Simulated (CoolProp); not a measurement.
Computed with CoolProp (reference Helmholtz-energy equation of state, Thol 2019).

### Question
For dodecamethylpentasiloxane (MD3M), give the phase and the speed of sound (m/s), Joule-Thomson coefficient (K/MPa), isothermal compressibility (1/MPa) at 346.85 °C and 0.596 MPa; 346.85 °C and 1.19 MPa; 346.85 °C and 3.58 MPa.

### Answer
- 346.85 °C and 0.596 MPa: gas; speed of sound 79.6, Joule-Thomson coefficient 19.8, isothermal compressibility 2.65
- 346.85 °C and 1.19 MPa: liquid; speed of sound 120, Joule-Thomson coefficient 3.17, isothermal compressibility 0.182
- 346.85 °C and 3.58 MPa: liquid; speed of sound 250, Joule-Thomson coefficient 0.481, isothermal compressibility 0.0332
